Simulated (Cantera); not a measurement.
Thermal oxidation and active oxidation of silicon: Si + CO₂ + H₂ + N₂O

Charge: 1 mol Si, 0.063 mol CO₂, 190 mol H₂, 0.031 mol N₂O, at 827 °C.

Equilibrium computed with Cantera from the NASA thermochemical tables; the gas is ideal and each condensed phase is pure. Candidate condensed phases: C, C₆H₆, C₇H₈, C₈H₁₈, H₂O, Si, SiC, SiO₂, Si₂N₂O, Si₃N₄; 151 gas species. Mutual solubility and eutectic melting of coexisting phases are not modelled. Equilibrium is a limit: real reactors are often held back by kinetics, nucleation or transport.

From 0.100 Pa to 0.750 Pa the condensed part is Si(s) + SiC(s) + Si₂N₂O(s). From 5.60 Pa to 10.0 bar the condensed part is Si(s) + SiC(s) + SiO₂(β-quartz) + Si₂N₂O(s). The main Si-bearing gas is SiO at 0.100 Pa and SiH₄ at 10.0 bar.

| P (Pa) | x H₂ | x SiO | x CH₄ | x H | x SiH₄ | x CO | x N₂ | n Si(s) | n SiC(s) | n Si₂N₂O(s) | n SiO₂(β-quartz) |
|---|---|---|---|---|---|---|---|---|---|---|---|
| 0.100 | 0.999 | 0.000662 | 3.11e-11 | 2.58e-5 | <1e-12 | 2.53e-6 | 1.99e-6 | 0.750 | 0.0625 | 0.0306 | 0 |
| 0.750 | 0.999 | 0.000660 | 2.33e-10 | 9.44e-6 | 3.96e-12 | 2.52e-6 | 3.55e-8 | 0.750 | 0.0625 | 0.0310 | 0 |
| 5.60 | 1.000 | 0.000412 | 1.74e-9 | 3.45e-6 | 2.96e-11 | 1.57e-6 | 1.02e-9 | 0.773 | 0.0627 | 0.0310 | 0.0237 |
| 42 | 1.000 | 5.49e-5 | 1.31e-8 | 1.26e-6 | 2.22e-10 | 2.10e-7 | 1.36e-10 | 0.807 | 0.0630 | 0.0310 | 0.0578 |
| 320 | 1.000 | 7.20e-6 | 9.95e-8 | 4.57e-7 | 1.69e-9 | 2.75e-8 | 1.79e-11 | 0.811 | 0.0630 | 0.0310 | 0.0623 |
| 2400 | 1.000 | 9.60e-7 | 7.46e-7 | 1.67e-7 | 1.27e-8 | 3.67e-9 | 2.38e-12 | 0.812 | 0.0629 | 0.0310 | 0.0629 |
| 18000 | 1.000 | 1.28e-7 | 5.60e-6 | 6.09e-8 | 9.51e-8 | 4.89e-10 | <1e-12 | 0.813 | 0.0619 | 0.0310 | 0.0630 |
| 130000 | 1.000 | 1.77e-8 | 4.04e-5 | 2.27e-8 | 6.87e-7 | 6.78e-11 | <1e-12 | 0.820 | 0.0553 | 0.0310 | 0.0630 |
| 1000000 | 1.000 | 2.30e-9 | 0.000311 | 8.17e-9 | 5.28e-6 | 8.81e-12 | <1e-12 | 0.870 | 0.00397 | 0.0310 | 0.0630 |
x: gas mole fraction; n: condensed amount in mol.
